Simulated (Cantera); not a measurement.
Charge: 1 mol CuO, 3.1 mol HF, 0.63 mol H₂, at 1923.15 K.

Equilibrium computed with Cantera from the NASA thermochemical tables; the gas is ideal and each condensed phase is pure. Candidate condensed phases: Cu, CuF₂, CuO, Cu(OH)₂, Cu₂O, H₂O; 27 gas species. Each liquid is taken as pure. Mutual solubility and eutectic melting of coexisting phases are not modelled. Rates play no part.

Q: At 750 Torr, list the 6 most abundant gas species with their mole fractions, and the condensed phases.

A: HF 0.771, H₂O 0.181, CuF 0.0360, O₂ 0.00837, Cu 0.00205, OH 0.000833. Condensed: Cu(l) + Cu₂O(l).
